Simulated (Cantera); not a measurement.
Charge: 1 mol MgCO3, 1.6 mol H2S, 0.38 mol H2O, held at 1348 K and 62000 Pa.

Cantera equilibrium calculation (NASA polynomials, part measured and part estimated; ideal gas, pure solids and liquids). Candidate condensed phases: C, C6H6, C7H8, C8H18, H2O, H2SO4, Mg, MgCO3, MgO, Mg(OH)2, MgS, MgSO4, S; 130 gas species. Rates play no part.

Base state: H2O 0.249, H2S 0.232, CO2 0.157, CO 0.130, S2 0.115, H2 0.105, COS 0.00927, SO2 0.00147 (mole fractions); condensed: MgO(s).

What changes in the equilibrium state with this change: H2S from 1.6 to 0.46 mol?


```json
[
 {"species": "CO2", "before": "0.157", "after": "0.379"},
 {"species": "H2O", "before": "0.249", "after": "0.296"},
 {"species": "CO", "before": "0.130", "after": "0.116"},
 {"species": "H2S", "before": "0.232", "after": "0.0785"},
 {"species": "H2", "before": "0.105", "after": "0.0464"},
 {"species": "S2", "before": "0.115", "after": "0.0679"},
 {"species": "SO2", "before": "0.00147", "after": "0.00824"},
 {"species": "CS2", "before": "0.000130", "after": "2.55e-5"},
 {"species": "SO", "before": "7.21e-5", "after": "0.000150"},
 {"species": "SH", "before": "0.000911", "after": "0.000465"},
 {"species": "MgO(s), mol", "before": "1.00", "after": "1.00"}
]
```

What changes in the equilibrium state with this change: pressure from 62000 Pa to 13000 Pa?


```json
[
 {"species": "H2O", "before": "0.249", "after": "0.258"},
 {"species": "H2S", "before": "0.232", "after": "0.164"},
 {"species": "CO", "before": "0.130", "after": "0.148"},
 {"species": "H2", "before": "0.105", "after": "0.146"},
 {"species": "S2", "before": "0.115", "after": "0.143"},
 {"species": "CO2", "before": "0.157", "after": "0.133"},
 {"species": "CS2", "before": "0.000130", "after": "5.15e-5"},
 {"species": "SO", "before": "7.21e-5", "after": "0.000132"},
 {"species": "COS", "before": "0.00927", "after": "0.00538"},
 {"species": "SO2", "before": "0.00147", "after": "0.00201"},
 {"species": "SH", "before": "0.000911", "after": "0.00119"},
 {"species": "MgO(s), mol", "before": "1.00", "after": "1.00"}
]
```
